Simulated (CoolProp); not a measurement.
Water along the isotherm 743.1 K: fugacity coefficient from the reference equation and from simpler models built on Tc = 647.1 K, pc = 220.6 bar, ω = 0.344; each cubic takes its own stable root.

The numbers come from the reference Helmholtz-energy equation of state, Wagner 2002 in CoolProp.

```
p (bar)          phase  reference
-------  -------------  ---------
1.05               gas     0.9991
1.69               gas     0.9985
2.73               gas     0.9976
4.41               gas     0.9961
7.13               gas     0.9937
11.5               gas     0.9899
18.6               gas     0.9836
30.1               gas     0.9735
48.6               gas     0.9573
78.5               gas     0.9311
127                gas     0.8888
205                gas     0.8216
331      supercritical     0.7162
```

Problem. How far does each simpler model (van der Waals, Soave-Redlich-Kwong) lie from the reference over these 13 states: mean and median of the absolute difference, and the worst?

Solution. 
- van der Waals: mean 0.6 %, median 0.1 %, worst -3.8 % at 743.1 K and 331 bar
- Soave-Redlich-Kwong: mean 0.2 %, median 0.1 %, worst +1.1 % at 743.1 K and 331 bar
